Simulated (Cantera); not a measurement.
Charge: 1 mol SiH₂Cl₂, 0.11 mol NH₃.

Method: chemical equilibrium by Gibbs-energy minimisation in Cantera with the NASA 1993 tables (ideal gas, pure condensed phases). Candidate condensed phases: NH₄Cl, Si, Si₃N₄; 28 gas species. Mutual solubility and eutectic melting of coexisting phases are not modelled. The tables' values for SiCl₃ are old estimates. Rates play no part.

Stable condensed phases, one row left out:

```
T in K \ P in Pa
              5     21     85    350   1400   5900  24000 100000
   1973       A      A      B      B      B      B      B      B
   1873       A      B      B      B      B      B      B      B
   1773       B      B      B      B      B      B      C      C
   1573       B      B      B      B      C      C      C      C
   1473       B      B      B      C      C      C      C      C
   1373       B      C      C      C      C      C      C      C
   1273       C      C      C      C      C      C      C      C
   1173       C      C      C      C      C      C      C      C
   1073       C      C      C      C      C      C      C      C
    973       C      C      C      C      C      C      C      C
    873       C      C      C      C      C      C      C      C
```

A: gas only; B: Si; C: Si + Si₃N₄.

Question: Give the row for 1673 K.

Answer: 5: Si; 21: Si; 85: Si; 350: Si; 1400: Si; 5900: Si + Si₃N₄; 24000: Si + Si₃N₄; 100000: Si + Si₃N₄.
